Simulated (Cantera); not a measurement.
An isothermal, constant-pressure homogeneous reactor starts with H2 : O2 : N2 = 0.58 : 1 : 15 (molar parts), equivalence ratio 0.29, at 848 K and 17000 Pa.

Computed with Cantera and the H2/O2 subset of GRI-Mech 3.0, which has no nitrogen chemistry. Below about 950 K walls govern HO2 and H2O2 in real vessels. The temperature is held fixed by assumption; the heat of reaction is taken as removed at once.

x: mole fraction; the columns are a selection and need not sum to one.

| t (s) | x H2 | x O2 | x O | x H2O2 | x HO2 | x H |
|---|---|---|---|---|---|---|
| 2.00e-5 | 0.0350 | 0.0603 | <1e-12 | <1e-12 | <1e-12 | <1e-12 |
| 5.11e-5 | 0.0350 | 0.0603 | <1e-12 | <1e-12 | <1e-12 | <1e-12 |
| 0.000131 | 0.0350 | 0.0603 | <1e-12 | <1e-12 | <1e-12 | <1e-12 |
| 0.000334 | 0.0350 | 0.0603 | <1e-12 | <1e-12 | <1e-12 | <1e-12 |
| 0.000855 | 0.0350 | 0.0603 | <1e-12 | <1e-12 | 3.06e-12 | 1.70e-12 |
| 0.00219 | 0.0350 | 0.0603 | 1.88e-12 | <1e-12 | 1.80e-11 | 8.21e-12 |
| 0.00559 | 0.0350 | 0.0603 | 3.83e-11 | <1e-12 | 4.13e-10 | 1.64e-10 |
| 0.0143 | 0.0350 | 0.0603 | 5.57e-8 | 7.07e-10 | 5.83e-7 | 2.39e-7 |
| 0.0366 | 0.00489 | 0.0459 | 3.75e-5 | 3.93e-7 | 8.19e-6 | 5.38e-5 |
| 0.0935 | 0.00214 | 0.0446 | 4.62e-6 | 1.50e-6 | 6.29e-6 | 2.86e-6 |
| 0.239 | 0.00160 | 0.0443 | 5.82e-7 | 4.92e-6 | 5.00e-6 | 2.66e-7 |
| 0.612 | ___ | 0.0443 | ___ | ___ | ___ | ___ |
| 1.56 | 0.00117 | 0.0441 | 1.51e-7 | 1.57e-5 | 3.59e-6 | 5.44e-8 |
| 4.00 | 0.000795 | 0.0440 | 1.06e-7 | 1.51e-5 | 2.89e-6 | 3.00e-8 |

**Question.** Complete the blanks.

**Answer.** 
- 0.612, x H2: 0.00142
- 0.612, x O: 2.07e-7
- 0.612, x H2O2: 1.07e-5
- 0.612, x HO2: 4.04e-6
- 0.612, x H: 8.41e-8
